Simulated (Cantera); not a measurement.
A closed system holds: 1 mol FeS2, 0.49 mol H2, 0.69 mol N2, at 1725 K and 13300 Pa.

These are equilibrium values from Cantera (NASA tables, ideal gas, pure condensed phases), not measurements of a reactor. Candidate condensed phases: Fe, FeS, FeS2, S; 16 gas species. FeS: taken at fixed stoichiometry. Kinetics and transport are ignored.

Base state: N2 0.423, S2 0.271, H2 0.234, H2S 0.0625, SH 0.00885, S 0.000563, H 0.000246 (mole fractions); condensed: FeS(l).

**Question.** What changes in the equilibrium state with this change: pressure from 13300 Pa to 4000 Pa?

**Answer.** 
```tsv
species	before	after
N2	0.423	0.418
S2	0.271	0.279
H2	0.234	0.254
H2S	0.0625	0.0378
Fe	5.47e-6	3.28e-5
H	0.000246	0.000468
S	0.000563	0.00104
SH	0.00885	0.00937
FeS(l), mol	1.000	1.000
```

**Question.** What changes in the equilibrium state with this change: H2 from 0.49 to 7 mol?

**Answer.** 
```json
[
 {"species": "H2", "before": "0.234", "after": "0.813"},
 {"species": "N2", "before": "0.423", "after": "0.0871"},
 {"species": "H2S", "before": "0.0625", "after": "0.0680"},
 {"species": "S2", "before": "0.271", "after": "0.0265"},
 {"species": "Fe", "before": "5.47e-6", "after": "1.75e-5"},
 {"species": "S", "before": "0.000563", "after": "0.000176"},
 {"species": "H", "before": "0.000246", "after": "0.000459"},
 {"species": "SH", "before": "0.00885", "after": "0.00516"},
 {"species": "FeS(l), mol", "before": "1.000", "after": "1.000"}
]
```
